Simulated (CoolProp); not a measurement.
C3F8 (R218) along the isotherm 440 K: fugacity coefficient from the reference equation and from simpler models built on Tc = 345.0 K, pc = 2.640 MPa, ω = 0.317; each cubic takes its own stable root.

Computed with CoolProp (reference Helmholtz-energy equation of state, Lemmon 2006). It is a short technical equation, of lower accuracy than the large ones.

```csv
p (MPa),phase,reference,van der Waals,Redlich-Kwong,Soave-Redlich-Kwong,Peng-Robinson
0.0825,gas,0.9958,0.9950,0.9949,0.9958,0.9949
0.165,gas,0.9917,0.9899,0.9897,0.9917,0.9899
0.248,gas,0.9875,0.9849,0.9846,0.9875,0.9849
0.33,gas,0.9834,0.9799,0.9796,0.9834,0.9799
0.413,gas,0.9793,0.9749,0.9745,0.9793,0.9749
0.495,gas,0.9752,0.9699,0.9695,0.9753,0.9701
0.578,gas,0.9711,0.9649,0.9644,0.9712,0.9651
0.66,gas,0.9670,0.9600,0.9594,0.9672,0.9603
0.743,gas,0.9629,0.9550,0.9544,0.9631,0.9555
0.825,gas,0.9589,0.9500,0.9495,0.9591,0.9507
0.908,gas,0.9548,0.9451,0.9445,0.9551,0.9459
0.99,gas,0.9508,0.9401,0.9396,0.9512,0.9412
1.07,gas,0.9468,0.9354,0.9349,0.9474,0.9366
1.16,gas,0.9425,0.9300,0.9296,0.9431,0.9315
1.24,gas,0.9386,0.9252,0.9248,0.9393,0.9270
1.32,gas,0.9347,0.9205,0.9202,0.9355,0.9226
```
